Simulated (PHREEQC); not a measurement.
A solution holds 0.0015 mol H2SO4, 0.13 mol KNO3 and 0.028 mol H3BO3 per kg of water, at 51 °C. Closed to the air; pH follows from the charge balance.

All values are PHREEQC results (ion-association model, wateq4f.dat), not measurements.

Precipitation was switched off in this run.

Predict the pH.

pH 2.64.

In which forms is S present?

SO4-2 62 %, KSO4- 27 %, HSO4- 11 % of the S.

Species that the database lacks are ignored. Constants without temperature data keep their 25 °C values here.
